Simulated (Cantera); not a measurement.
Feed: 1 mol BN, 2.1 mol HF, 0.69 mol H2, 0.47 mol H2O, equilibrated at 800 K and 1.00 bar.

Cantera equilibrium calculation (NASA polynomials, part measured and part estimated; ideal gas, pure solids and liquids). Candidate condensed phases: B, BN, B2O3, B3O3H3, H2O; 62 gas species. Gases not in the tables: H3BO3. Kinetics and transport are ignored.

Base state: H2 0.640, BF3 0.190, N2 0.146, B3O3F3 0.0131, HF 0.00747, H2O 0.00341, NH3 0.000585, (HBO2)3 1.85e-5 (mole fractions); condensed: BN(s) + B2O3(l).

### Question
What changes in the equilibrium state with this change: temperature from 800 K to 1748 K?

### Answer
```tsv
species	before	after
H2	0.640	0.571
N2	0.146	0.132
BF3	0.190	0.129
BOF	9.37e-8	0.119
B3O3F3	0.0131	0.000978
HF	0.00747	0.0356
BF2	<1e-9	0.00303
HBO	<1e-9	0.00147
H	<1e-9	0.000173
HBO2	7.63e-9	0.000936
BN(s), mol	0.00297	0.0201
B2O3(l), mol	0.108	0
```
The tables' values for BF2 are old estimates; treat these amounts as uncertain.

### Question
What changes in the equilibrium state with this change: temperature from 800 K to 1650 K?

### Answer
| species | before | after |
|---|---|---|
| H2 | 0.640 | 0.579 |
| BF3 | 0.190 | 0.135 |
| N2 | 0.146 | 0.133 |
| BOF | 9.37e-8 | 0.104 |
| HF | 0.00747 | 0.0333 |
| B3O3F3 | 0.0131 | 0.00593 |
| BF2 | <1e-9 | 0.00114 |
| HBO | <1e-9 | 0.000838 |
| HBO2 | 7.63e-9 | 0.00161 |
| B2O3 | <1e-9 | 9.86e-5 |
| H | <1e-9 | 6.92e-5 |
| BN(s), mol | 0.00297 | 0.0251 |
| B2O3(l), mol | 0.108 | 0 |
The tables' values for BF2 are old estimates; treat these amounts as uncertain.
